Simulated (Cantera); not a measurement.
An isothermal, constant-pressure homogeneous reactor starts with 21.8 % H₂, 44.4 % O₂, 33.8 % N₂, equivalence ratio 0.24, at 1275 K and 0.260 bar.

Cantera simulation using GRI-Mech 3.0 (53 species, 325 reactions); the numbers are that mechanism's predictions, not measurements. The temperature is held fixed by assumption; the heat of reaction is taken as removed at once.

One state of this run: x H₂ = 3.37e-7; x O₂ = 0.377; x N₂O = 7.72e-8; x NO = 4.03e-6; x H = 6.13e-9. x: mole fraction; the columns are a selection and need not sum to one.

**Question.** Which value of t (s) does it belong to?
A) 0.000229
B) 0.0134
C) 0.0371
D) 0.284

**Answer.** C, 0.0371
